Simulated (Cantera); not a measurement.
## Premixed flame

A freely propagating, adiabatic, planar premixed flame of 35.3 % H₂, 13.6 % O₂, 51.1 % N₂, unburnt at 450 K and 1.01 bar; mixture-averaged transport, grid criteria slope 0.08 and curve 0.16, no radiation.

Detailed kinetics in Cantera: the H2/O2 subset of GRI-Mech 3.0, which has no nitrogen chemistry. Burning velocities carry a grid error of a few per cent, more on coarse grids.

```
z (mm)  T (K)  u (m/s)    x H₂     x O₂     x OH   x H₂O₂      x H     x HO₂
------  -----  -------  ------  -------  -------  -------  -------  --------
-1.20     450     5.35   0.353    0.136    <1e-8    <1e-8    <1e-8     <1e-8
-0.803    450     5.35   0.353    0.136    <1e-8    <1e-8    <1e-8     <1e-8
-0.602    450     5.35   0.353    0.136    <1e-8    <1e-8    <1e-8     <1e-8
-0.402    450     5.35   0.353    0.136    <1e-8    <1e-8    <1e-8   5.99e-8
-0.201    462     5.47   0.349    0.136  1.83e-5  4.10e-6  2.41e-5  0.000151
-0.100    723     8.32   0.313    0.131  0.00104  4.59e-5  0.00548  0.000254
0        1202     13.4   0.207   0.0919  0.00301  5.29e-6   0.0400   9.02e-5
0.100    1521     16.7   0.112   0.0333  0.00796  2.59e-6   0.0702   2.99e-5
0.201    1669     18.2  0.0878   0.0148   0.0107  1.63e-6   0.0717   1.23e-5
0.402    1816     19.6  0.0862  0.00939   0.0126  9.02e-7   0.0604   6.99e-6
0.803    1966     21.0  0.0886  0.00688   0.0132  4.76e-7   0.0464   4.55e-6
1.61     2110     22.3  0.0899  0.00453   0.0126  2.64e-7   0.0334   2.77e-6
3.21     2233     23.4  0.0901  0.00259   0.0107  1.58e-7   0.0227   1.56e-6
```
x: mole fraction of selected species; z is measured from the peak of heat release.

* **laminar burning velocity**: 535 cm/s
* **thermal thickness**: 0.402 mm
* **peak x(OH)**: 0.0133
* **peak x(H₂O₂)**: 4.79e-5
* **peak x(H)**: 0.0730
* **peak x(HO₂)**: 0.000414
